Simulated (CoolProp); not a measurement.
Computed with CoolProp (reference Helmholtz-energy equation of state, Thol 2015).

Problem. For 1,2-dichloroethane, give the phase and the cp (kJ/(kg K)), cv (kJ/(kg K)) at 317.7 K and 1.01 bar; 423.6 K and 1.01 bar.

Solution. 
- 317.7 K and 1.01 bar: liquid; cp 1.32, cv 0.911
- 423.6 K and 1.01 bar: gas; cp 0.962, cv 0.872
